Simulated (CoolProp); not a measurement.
Computed with CoolProp (reference Helmholtz-energy equation of state, Younglove 1994). It is a modified Benedict-Webb-Rubin equation, recast in Helmholtz form.

For R123, give the phase and the Z, cv (kJ/(kg K)), Joule-Thomson coefficient (K/MPa), expansivity (1/kK) at 500 K and 1.69 MPa; 500 K and 2.96 MPa; 500 K and 4.65 MPa.


- 500 K and 1.69 MPa: gas; Z 0.876, cv 0.830, Joule-Thomson coefficient 8.82, expansivity 3.17
- 500 K and 2.96 MPa: gas; Z 0.768, cv 0.848, Joule-Thomson coefficient 9.82, expansivity 4.87
- 500 K and 4.65 MPa: supercritical; Z 0.592, cv 0.886, Joule-Thomson coefficient 11.1, expansivity 10.9
